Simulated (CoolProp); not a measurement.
Properties of n-decane along the isobar 7.67 bar.

The numbers come from the reference Helmholtz-energy equation of state, Lemmon 2006 in CoolProp. It is a short technical equation, of lower accuracy than the large ones.

```csv
T (°C),phase,density (kg/m³),speed of sound (m/s),viscosity (µPa s),conductivity (mW/(m K)),fugacity coefficient
258.75,liquid,514.4,418.3,113,80.6,0.6369
269.75,liquid,498.7,(withheld),(withheld),78.9,0.7416
280.75,gas,31.64,134.7,9.94,32.8,0.8027
291.75,gas,29.99,(withheld),10.1,33.9,0.8178
302.75,gas,28.61,147.4,10.3,35.2,0.8314
313.85,gas,27.43,152.6,10.4,36.4,0.8437
324.85,gas,(withheld),157.3,10.6,37.7,0.8548
335.85,gas,(withheld),161.6,10.8,39.0,0.8649
346.85,gas,24.67,165.6,10.9,40.4,0.8742
```

Task: Complete the blanks.

Result: 
- 269.75, speed of sound (m/s): 374.6
- 269.75, viscosity (µPa s): 103
- 291.75, speed of sound (m/s): 141.5
- 324.85, density (kg/m³): 26.40
- 335.85, density (kg/m³): 25.49

Viscosity comes from a separate model (Huber 2004). Thermal conductivity comes from a separate model (Huber 2005).
